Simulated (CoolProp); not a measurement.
Vapour-liquid equilibrium of CHF3 (R23) (1) + propylene (2) at 187 kPa; x and y are mole fractions of (1).

Model: multi-fluid Helmholtz-energy mixture model, Penoncello 2003 and Lemmon 2013; pair parameters Bell 2016, in CoolProp.

```tsv
x	bubble temperature (K)	y at the bubble point	dew temperature at overall composition x (K)	liquid density (mol/L)
0.05	228.1	0.405	238.7	14.55
0.15	215.6	0.692	236.1	15.23
0.25	209.9	0.786	233.2	15.74
0.35	207.2	0.826	230.0	16.20
0.45	205.7	0.848	226.5	16.65
0.55	204.8	0.862	222.5	17.12
0.65	204.2	0.875	217.8	17.64
0.75	203.7	0.890	212.2	18.21
0.85	203.1	0.914	205.6	18.87
0.95	202.6	0.961	202.7	19.62
```

No azeotrope shows between x = 0.05 and 0.95.

The pair parameters rest on a limited set of measurements; away from them the model extrapolates. With so large a gap from Raoult's law the liquid may split in two, which this calculation doesn't test in full.
